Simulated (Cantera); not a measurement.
Input: 1 mol CH3SiCl3, 0.26 mol HCl, 21 mol H2, at 90.0 Torr.

Cantera equilibrium calculation (NASA polynomials, part measured and part estimated; ideal gas, pure solids and liquids). Candidate condensed phases: C, C6H6, C7H8, C8H18, Si, SiC; 109 gas species. The feed counts by its element totals alone. Gases not in the tables: Si2H6 and higher silanes. Equilibrium is a limit: real reactors are often held back by kinetics, nucleation or transport.

What share of the Si ends up in condensed phases as a function of T (K), at 1375, 1475, 1575, 1675, 1775, 1875, 1975, 2075, 2175, 2275, 2375, 2475?


| T (K) | Si condensed (%) | as |
|---|---|---|
| 1375 | 98.8 | SiC(s) |
| 1475 | 98.7 | SiC(s) |
| 1575 | 98.2 | SiC(s) |
| 1675 | 97.5 | SiC(s) |
| 1775 | 96.6 | SiC(s) |
| 1875 | 95.4 | SiC(s) |
| 1975 | 94.1 | SiC(s) |
| 2075 | 92.4 | SiC(s) |
| 2175 | 90.0 | SiC(s) |
| 2275 | 85.1 | SiC(s) |
| 2375 | 74.9 | SiC(s) |
| 2475 | 51.2 | SiC(s) |
